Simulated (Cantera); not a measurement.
Charge: 1 mol Si₃N₄, 6.4 mol NF₃, 11 mol H₂, held at 0.100 bar.

Method: chemical equilibrium by Gibbs-energy minimisation in Cantera with the NASA 1993 tables (ideal gas, pure condensed phases). Candidate condensed phases: Si, Si₃N₄; 37 gas species. The numbers say what is thermodynamically allowed, not how fast it happens. All values below are at 1125 K.

Base state: H₂ 0.325, HF 0.316, N₂ 0.228, SiF₄ 0.132 (mole fractions); condensed: gas only.

Question: What changes in the equilibrium state with this change: NF₃ from 6.4 to 3.2 mol?

Answer: 
```tsv
species	before	after
H₂	0.325	0.661
N₂	0.228	0.193
SiF₄	0.132	0.143
HF	0.316	0.00151
SiHF₃	1.80e-6	0.000833
SiF₃	2.96e-7	9.62e-5
Si₃N₄(s), mol	0	0.201
```
The tables' values for SiF₃ are old estimates; treat these amounts as uncertain.
